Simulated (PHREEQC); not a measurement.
Solution (25 °C): 0.0405 mol K2CO3 and 1.8e-05 mol H4SiO4 per kg of water. Closed to the air; pH follows from the charge balance.

Model: ion-association model, wateq4f.dat, run in PHREEQC.

Task: The ionic strength comes out as 0.119 mol/kgw. What activity coefficients do K+, H3SiO4-, CO3-2, OH-, HCO3- get?

Result: K+ 0.75, H3SiO4- 0.76, CO3-2 0.37, OH- 0.75, HCO3- 0.78.

Precipitation was switched off in this run.
